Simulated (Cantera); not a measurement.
A closed system holds: 1 mol Si₃H₈, 770 mol H₂, at 873 K and 20.0 mbar.

These are equilibrium values from Cantera (NASA tables, ideal gas, pure condensed phases), not measurements of a reactor. Candidate condensed phases: Si; 9 gas species. The feed counts by its element totals alone. The numbers say what is thermodynamically allowed, not how fast it happens.

Question: What is the equilibrium state?

Answer: 
| Item | Result |
|---|---|
| x(H₂) | 1.00 |
| n(Si(s)) | 3.00 mol |
| gas amount | 774.0 mol |
